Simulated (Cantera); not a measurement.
Thermodynamics of silicon oxide and oxynitride deposition, feed SiH4 + O3 + N2

Input: 1 mol SiH4, 2.2 mol O3, 64 mol N2, at 10.0 Torr.

These are equilibrium values from Cantera (NASA tables, ideal gas, pure condensed phases), not measurements of a reactor. Candidate condensed phases: H2O, Si, SiO2, Si2N2O, Si3N4; 35 gas species. The tables hold silica as quartz up to 1696 K and as liquid above; real silica turns to tridymite and cristobalite and melts near 1996 K. Equilibrium is a limit: real reactors are often held back by kinetics, nucleation or transport.

```
T (K)  log p N2  log p H2O  log p O2  log p NO  n SiO2(α-quartz)  n SiO2(β-quartz)  n SiO2(condensed)
-----  --------  ---------  --------  --------  ----------------  ----------------  -----------------
598       -1.90      -3.40     -3.59    -10.07              1.00                 0                  0
698       -1.90      -3.40     -3.59     -8.92              1.00                 0                  0
798       -1.90      -3.40     -3.59     -8.07              1.00                 0                  0
898       -1.90      -3.40     -3.59     -7.40                 0              1.00                  0
998       -1.90      -3.40     -3.59     -6.87                 0              1.00                  0
1098      -1.90      -3.40     -3.59     -6.43                 0              1.00                  0
1198      -1.90      -3.40     -3.59     -6.07                 0              1.00                  0
1298      -1.90      -3.40     -3.59     -5.76                 0              1.00                  0
1398      -1.90      -3.40     -3.59     -5.50                 0              1.00                  0
1498      -1.90      -3.40     -3.59     -5.27                 0              1.00                  0
1598      -1.90      -3.40     -3.60     -5.07                 0              1.00                  0
1698      -1.90      -3.41     -3.60     -4.90                 0                 0              1.000
1798      -1.90      -3.41     -3.61     -4.75                 0                 0              1.000
1898      -1.90      -3.41     -3.62     -4.61                 0                 0              0.999
```
log p: log10 of the partial pressure in bar; n: condensed amount in mol.

From 598 K to 798 K the condensed part is SiO2(α-quartz). From 898 K to 1598 K the condensed part is SiO2(β-quartz). From 1698 K to 1898 K the condensed part is SiO2(condensed).
